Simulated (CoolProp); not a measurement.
Vapour-liquid equilibrium of R134a (1) + R236FA (2) at 0.00448 MPa; x and y are mole fractions of (1).

Computed with CoolProp (multi-fluid Helmholtz-energy mixture model, Tillner-Roth 1994 and Pan 2012; pair parameters Bell 2016).

```json
[
 {"x": "0.05", "bubble temperature (K)": "213.4", "y at the bubble point": "0.182", "dew temperature at overall composition x (K)": "214.9", "liquid density (mol/L)": "10.78"},
 {"x": "0.125", "bubble temperature (K)": "210.8", "y at the bubble point": "0.382", "dew temperature at overall composition x (K)": "214.1", "liquid density (mol/L)": "11.05"},
 {"x": "0.2", "bubble temperature (K)": "208.6", "y at the bubble point": "0.525", "dew temperature at overall composition x (K)": "213.2", "liquid density (mol/L)": "11.34"},
 {"x": "0.275", "bubble temperature (K)": "206.7", "y at the bubble point": "0.631", "dew temperature at overall composition x (K)": "212.3", "liquid density (mol/L)": "11.62"},
 {"x": "0.35", "bubble temperature (K)": "205.0", "y at the bubble point": "0.712", "dew temperature at overall composition x (K)": "211.3", "liquid density (mol/L)": "11.92"},
 {"x": "0.425", "bubble temperature (K)": "203.5", "y at the bubble point": "0.775", "dew temperature at overall composition x (K)": "210.2", "liquid density (mol/L)": "12.22"},
 {"x": "0.5", "bubble temperature (K)": "202.2", "y at the bubble point": "0.825", "dew temperature at overall composition x (K)": "209.0", "liquid density (mol/L)": "12.53"},
 {"x": "0.575", "bubble temperature (K)": "200.9", "y at the bubble point": "0.866", "dew temperature at overall composition x (K)": "207.7", "liquid density (mol/L)": "12.85"},
 {"x": "0.65", "bubble temperature (K)": "199.8", "y at the bubble point": "0.900", "dew temperature at overall composition x (K)": "206.3", "liquid density (mol/L)": "13.18"},
 {"x": "0.725", "bubble temperature (K)": "198.8", "y at the bubble point": "0.929", "dew temperature at overall composition x (K)": "204.7", "liquid density (mol/L)": "13.53"},
 {"x": "0.8", "bubble temperature (K)": "197.8", "y at the bubble point": "0.952", "dew temperature at overall composition x (K)": "202.9", "liquid density (mol/L)": "13.89"},
 {"x": "0.875", "bubble temperature (K)": "196.9", "y at the bubble point": "0.973", "dew temperature at overall composition x (K)": "200.7", "liquid density (mol/L)": "14.26"},
 {"x": "0.95", "bubble temperature (K)": "196.1", "y at the bubble point": "0.990", "dew temperature at overall composition x (K)": "197.9", "liquid density (mol/L)": "14.65"}
]
```

No azeotrope shows between x = 0.05 and 0.95.

The pair parameters rest on a limited set of measurements; away from them the model extrapolates.
